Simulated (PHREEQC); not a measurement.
Consider water at 20 °C with 0.0022 mol/kgw KHCO3, 5.4e-05 mol/kgw NaF and 0.00023 mol/kgw NaCl. Closed to the air; pH follows from the charge balance.

Computed with PHREEQC (ion-association model, phreeqc.dat).

```
quantity                   before    after
------------------------  -------  -------
pH                           8.32     8.00
ionic strength (mol/kgw)  0.00251  0.00250
CO2 (mol/kgw)             2.37e-5  4.20e-5
CO3-2 (mol/kgw)           2.21e-5  1.93e-5
NaHCO3 (mol/kgw)          3.17e-7  2.37e-7
NaCO3- (mol/kgw)          7.30e-8  6.95e-7
SI of Sylvite (KCl)         -7.22    -7.46
SI of Halite (NaCl)         -8.80    -8.84
```

Which change was made?
A. diluted 5-fold with water
B. temperature from 20 to 75 °C
C. KHCO3 from 0.0022 to 0.0033 mol/kgw
D. temperature from 20 to 90 °C

B, temperature from 20 to 75 °C

This is a speciation only: nothing precipitates in the calculation. At this temperature some constants are extrapolated from 25 °C, and those without enthalpy data are left unchanged.
